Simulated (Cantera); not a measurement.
Input: 1 mol Si3H8, 0.057 mol HCl, 4.8 mol H2, 0.03 mol Cl2, at 69.0 mbar.

Cantera equilibrium calculation (NASA polynomials, part measured and part estimated; ideal gas, pure solids and liquids). Candidate condensed phases: Si; 19 gas species. The feed counts by its element totals alone. The tables' values for SiCl3 are old estimates; treat these amounts as uncertain. Rates play no part. All values below are at 1273 K.

Base state: H2 0.987, HCl 0.0122, SiCl2 0.000392, SiCl3 1.79e-5, SiHCl3 1.72e-5 (mole fractions); condensed: Si(s).

Q: What changes in the equilibrium state with this change: Cl2 from 0.03 to 0.12 mol?

A: 
```tsv
species	before	after
H2	0.987	0.970
HCl	0.0122	0.0273
SiCl2	0.000392	0.00199
SiCl4	5.35e-6	0.000137
SiCl3	1.79e-5	0.000204
SiHCl3	1.72e-5	0.000195
SiH2Cl2	7.69e-6	3.83e-5
Si(s), mol	3.00	2.98
```
